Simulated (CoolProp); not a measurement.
Ethylene at 298.15 K and 0.227 MPa is throttled through a valve to 0.0689 MPa with no heat exchange. Each further row changes one setting.

The numbers come from the reference Helmholtz-energy equation of state, Smukala 2000 in CoolProp.

```tsv
case	temperature change (K)	final density (kg/m³)
as stated	-1.6	0.787
outlet pressure 0.0207 MPa	-2.1	0.236
outlet pressure 0.0896 MPa	-1.4	1.02
```
